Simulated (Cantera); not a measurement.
A Cantera script and its output.

```python
import numpy as np
import cantera as ct

gas = ct.Solution("gri30.yaml")
gas.TPX = 1300, 25000, {'C2H4': 1, 'O2': 3.53, 'N2': 11.6, 'H2O': 0.86}
reactor = ct.IdealGasConstPressureReactor(gas, energy="on", clone=False)
net = ct.ReactorNet([reactor])
net.rtol, net.atol = 1e-08, 1e-16
show = ['C2H4', 'O2', 'H2O', 'H', 'NO', 'CO', 'C2H']
times = np.geomspace(1e-06, 3, 16)

steps = ct.SolutionArray(gas, extra=["t"])
rows = []
print(f"{'t/s':>10s}{'T/K':>9s}{'P/Pa':>11s}" + "".join(f"{s:>11s}" for s in show))
for t in times:
    while net.time < t:
        t_next = net.step()
        steps.append(gas.state, t=t_next)
    rows.append([np.interp(t, steps.t, y) for y in (steps.T, steps.P, *steps(*show).X.T)])
    print(f"{t:10.3e}{rows[-1][0]:9.1f}{rows[-1][1]:11.4g}" + "".join(f"{x:11.3e}" for x in rows[-1][2:]))
rate = np.gradient(steps.T, steps.t)
print("integrator steps:", len(steps.t))
if steps.T.max() > steps.T[0] + 200:
    print(f"time of steepest temperature rise: {steps.t[rate.argmax()]:.4e} s")
gas.TPX = 1300, 25000, {'C2H4': 1, 'O2': 3.53, 'N2': 11.6, 'H2O': 0.86}
gas.equilibrate("HP")
print(f"equilibrium (HP): T = {gas.T:.1f} K  " + "  ".join(f"{s} {gas[s].X[0]:.3e}" for s in show))
```

It prints:

```
       t/s      T/K       P/Pa       C2H4         O2        H2O          H         NO         CO        C2H
 1.000e-06   1300.0    2.5e+04  5.886e-02  2.078e-01  5.062e-02  2.021e-12  1.129e-23  6.044e-13  3.728e-21
 2.703e-06   1300.0    2.5e+04  5.886e-02  2.078e-01  5.062e-02  8.734e-12  1.714e-22  6.389e-12  2.673e-20
 7.305e-06   1300.0    2.5e+04  5.886e-02  2.078e-01  5.062e-02  4.557e-11  2.196e-21  5.646e-11  1.605e-19
 1.974e-05   1300.0    2.5e+04  5.886e-02  2.078e-01  5.062e-02  2.379e-10  2.752e-20  5.431e-10  1.316e-18
 5.336e-05   1300.0    2.5e+04  5.886e-02  2.078e-01  5.062e-02  2.761e-09  5.890e-19  1.041e-08  3.460e-17
 1.442e-04   1300.0    2.5e+04  5.885e-02  2.078e-01  5.062e-02  8.528e-07  2.563e-16  3.605e-06  3.614e-14
 3.898e-04   2232.2    2.5e+04  3.389e-26  5.476e-02  1.140e-01  2.514e-02  2.491e-05  5.284e-02  1.430e-22
 1.054e-03   2390.7    2.5e+04  3.559e-26  5.171e-02  1.222e-01  1.691e-02  2.342e-04  4.845e-02  5.813e-22
 2.848e-03   2556.5    2.5e+04  5.935e-26  4.798e-02  1.317e-01  9.830e-03  1.297e-03  4.269e-02  2.317e-21
 7.696e-03   2595.2    2.5e+04  7.420e-26  4.561e-02  1.343e-01  8.303e-03  4.579e-03  4.080e-02  3.179e-21
 2.080e-02   2591.3    2.5e+04  7.647e-26  4.359e-02  1.347e-01  8.137e-03  9.266e-03  4.077e-02  3.114e-21
 5.622e-02   2589.8    2.5e+04  7.728e-26  4.285e-02  1.348e-01  8.080e-03  1.097e-02  4.077e-02  3.088e-21
 1.519e-01   2589.7    2.5e+04  7.730e-26  4.284e-02  1.348e-01  8.078e-03  1.101e-02  4.077e-02  3.087e-21
 4.107e-01   2589.7    2.5e+04  7.730e-26  4.284e-02  1.348e-01  8.078e-03  1.101e-02  4.077e-02  3.087e-21
 1.110e+00   2589.7    2.5e+04  7.730e-26  4.284e-02  1.348e-01  8.078e-03  1.101e-02  4.077e-02  3.087e-21
 3.000e+00   2589.7    2.5e+04  7.730e-26  4.284e-02  1.348e-01  8.078e-03  1.101e-02  4.077e-02  3.087e-21
integrator steps: 1669
time of steepest temperature rise: 2.9419e-04 s
equilibrium (HP): T = 2589.7 K  C2H4 8.838e-26  O2 4.284e-02  H2O 1.348e-01  H 8.078e-03  NO 1.101e-02  CO 4.077e-02  C2H 3.276e-21
```

Model: GRI-Mech 3.0 (53 species, 325 reactions), integrated in Cantera. GRI-Mech 3.0 was tuned for natural gas; its chemistry of ethylene as a main component is partial and can be far from experiment.
